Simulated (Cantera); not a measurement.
Charge: 1 mol SiCl4, 3.1 mol HCl, 680 mol H2, equilibrated at 1.00 bar.

Equilibrium computed with Cantera from the NASA thermochemical tables; the gas is ideal and each condensed phase is pure. Candidate condensed phases: Si; 19 gas species. The tables' values for SiCl3 are old estimates; treat these amounts as uncertain. Rates play no part. All values below are at 975 °C.

Base state: H2 0.990, HCl 0.00907, SiCl2 0.000208, SiHCl3 0.000151, SiH2Cl2 7.91e-5, SiCl4 3.93e-5, SiCl3 3.37e-5, SiH3Cl 1.15e-5 (mole fractions); condensed: Si(s).

Task: What changes in the equilibrium state with this change: SiCl4 replaced by Si2H6?

Result: 
| species | before | after |
|---|---|---|
| H2 | 0.990 | 0.996 |
| HCl | 0.00907 | 0.00432 |
| SiCl2 | 0.000208 | 4.70e-5 |
| SiCl4 | 3.93e-5 | 2.00e-6 |
| SiCl3 | 3.37e-5 | 3.61e-6 |
| SiHCl3 | 0.000151 | 1.62e-5 |
| SiH2Cl2 | 7.91e-5 | 1.79e-5 |
| Si(s), mol | 0.641 | 1.94 |
The feed counts by its element totals alone.
